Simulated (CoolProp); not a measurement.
Dodecamethylcyclohexasiloxane (D6) at several states: density (kg/m³) from the reference equation and from simpler models built on Tc = 645.8 K, pc = 961.4 kPa, ω = 0.736; each cubic takes its own stable root.

Computed with CoolProp (reference Helmholtz-energy equation of state, Colonna 2008). It is a short technical equation, of lower accuracy than the large ones.

```json
[
 {"T (K)": "293", "p (kPa)": "67", "phase": "liquid", "reference": "…", "van der Waals": "…", "Redlich-Kwong": "…", "Soave-Redlich-Kwong": "841.4", "Peng-Robinson": "942.1"},
 {"T (K)": "383.6", "p (kPa)": "249", "phase": "liquid", "reference": "874.3", "van der Waals": "495.2", "Redlich-Kwong": "728.4", "Soave-Redlich-Kwong": "789.6", "Peng-Robinson": "887.3"},
 {"T (K)": "386.6", "p (kPa)": "2140", "phase": "liquid", "reference": "…", "van der Waals": "512.7", "Redlich-Kwong": "741.1", "Soave-Redlich-Kwong": "794.0", "Peng-Robinson": "…"},
 {"T (K)": "604.6", "p (kPa)": "30.3", "phase": "gas", "reference": "2.727", "van der Waals": "2.712", "Redlich-Kwong": "2.717", "Soave-Redlich-Kwong": "2.720", "Peng-Robinson": "2.724"},
 {"T (K)": "545.1", "p (kPa)": "16.6", "phase": "gas", "reference": "1.650", "van der Waals": "1.642", "Redlich-Kwong": "1.645", "Soave-Redlich-Kwong": "1.648", "Peng-Robinson": "1.650"}
]
```

Problem. Some entries are withheld; supply them.

Solution. 
- 293, reference: 974.0
- 293, van der Waals: 535.8
- 293, Redlich-Kwong: 797.1
- 386.6, reference: 878.1
- 386.6, Peng-Robinson: 891.2
